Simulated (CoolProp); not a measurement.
C3F8 (R218) along the isobar 0.695 MPa: fugacity coefficient from the reference equation and from simpler models built on Tc = 345.0 K, pc = 2.640 MPa, ω = 0.317; each cubic takes its own stable root.

Values from CoolProp's reference Helmholtz-energy equation of state, Lemmon 2006. It is a short technical equation, of lower accuracy than the large ones.

```
T (K)   phase  reference  Redlich-Kwong  Peng-Robinson
-----  ------  ---------  -------------  -------------
239.3  liquid     0.1627         0.2930         0.1628
264.4  liquid     0.4089         0.6037         0.4075
314.6     gas     0.8810         0.8850         0.8698
339.7     gas     0.9097         0.9076         0.8977
364.7     gas     0.9299         0.9248         0.9188
389.8     gas     0.9449         0.9383         0.9352
414.9     gas     0.9564         0.9488         0.9480
440       gas     0.9653         0.9573         0.9583
```
